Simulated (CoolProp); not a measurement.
Saturation properties of toluene (Tc = 318.6 °C, pc = 41.26 bar, ω = 0.266).

Computed with CoolProp (reference Helmholtz-energy equation of state, Lemmon 2006). It is a short technical equation, of lower accuracy than the large ones.

| T (°C) | p (bar) | liquid density (kg/m³) | vapour density (kg/m³) |
|---|---|---|---|
| 95.45 | 0.6455 | 794.5 | 2.000 |
| 115.15 | 1.151 | 774.4 | 3.437 |
| 134.75 | 1.920 | 753.7 | 5.569 |
| 154.45 | 3.042 | 732.0 | 8.638 |
| 174.15 | 4.607 | 708.9 | 12.92 |
| 193.75 | 6.703 | 684.5 | 18.74 |
| 213.45 | 9.459 | 657.8 | 26.67 |
| 233.05 | 12.97 | 628.5 | 37.41 |
| 252.75 | 17.39 | 594.9 | 52.35 |

It boils at 110.6 °C under 1 atm.
